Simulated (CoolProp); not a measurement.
Vapour-liquid equilibrium of methane (1) + ethylene (2) at 177 K; x and y are mole fractions of (1).

Model: multi-fluid Helmholtz-energy mixture model, Setzmann 1991 and Smukala 2000; pair parameters Bell 2016, in CoolProp.

```csv
x,"bubble pressure, mixture model (kPa)","bubble pressure, Raoult's law (kPa)","y, mixture model","y, Raoult's law"
0.05,309.1,296.2,0.501,0.502
0.125,?,507.5,?,0.732
0.2,756.3,718.8,0.805,0.827
0.275,967.7,930.0,0.852,0.879
0.35,1170,1141,0.882,0.912
0.425,1363,1353,0.902,0.934
0.5,?,1564,0.918,0.950
0.575,1731,1775,0.931,0.963
0.65,1913,1986,0.942,0.973
0.725,2099,2198,0.953,0.981
0.8,2297,2409,0.964,0.987
0.875,2515,2620,0.975,0.993
0.95,2770,2832,0.989,0.997
```

Q: Complete the blanks.

A: 
- 0.125, bubble pressure, mixture model (kPa): 536.2
- 0.125, y, mixture model: 0.718
- 0.5, bubble pressure, mixture model (kPa): 1549

The largest gap from Raoult's law is +5.7 % in bubble pressure, at x = 0.125. No azeotrope shows between x = 0.05 and 0.95.

Pair parameters are fitted to limited data, so mixtures are less certain than the pure fluids. The gap from Raoult's law changes sign with composition, which may be real or a fault of the pair parameters; it wasn't checked against measurements.
